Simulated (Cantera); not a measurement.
Source: NASA polynomial tables (part measured, part estimated), evaluated in Cantera. Values are per mole of reaction as written; species without (g) are pure solids or liquids, kept so even where they would boil at 1 bar.

3 BaO + 6 H(g) + O3(g) → 3 Ba(OH)2

```
T (K)  ΔH° (kJ)  ΔS° (J/K)  ΔG° (kJ)  log10 K    condensed phases
-----  --------  ---------  --------  -------  ------------------
300           …          …         …        …  BaO(s), Ba(OH)2(s)
1598          …          …         …        …  BaO(s), Ba(OH)2(l)
1623    -2521.1     -669.5   -1434.5    46.17  BaO(s), Ba(OH)2(l)
1648          …          …         …        …  BaO(s), Ba(OH)2(l)
1673          …          …         …        …  BaO(s), Ba(OH)2(l)
1698    -2517.2     -667.2   -1384.3    42.58  BaO(s), Ba(OH)2(l)
1723    -2516.0     -666.5   -1367.7    41.46  BaO(s), Ba(OH)2(l)
1748    -2514.8     -665.8   -1351.0    40.37  BaO(s), Ba(OH)2(l)
1773    -2513.6     -665.1   -1334.4    39.31  BaO(s), Ba(OH)2(l)
1798    -2512.5     -664.5   -1317.8    38.28  BaO(s), Ba(OH)2(l)
1823    -2511.4     -663.9   -1301.2    37.28  BaO(s), Ba(OH)2(l)
```

**Question.** Fill in the missing entries.

**Answer.** 
- 300, ΔH° (kJ): -2644.4
- 300, ΔS° (J/K): -822.2
- 300, ΔG° (kJ): -2397.7
- 300, log10 K: 417.47
- 1598, ΔH° (kJ): -2522.4
- 1598, ΔS° (J/K): -670.3
- 1598, ΔG° (kJ): -1451.2
- 1598, log10 K: 47.44
- 1648, ΔH° (kJ): -2519.8
- 1648, ΔS° (J/K): -668.7
- 1648, ΔG° (kJ): -1417.7
- 1648, log10 K: 44.94
- 1673, ΔH° (kJ): -2518.5
- 1673, ΔS° (J/K): -667.9
- 1673, ΔG° (kJ): -1401.0
- 1673, log10 K: 43.74
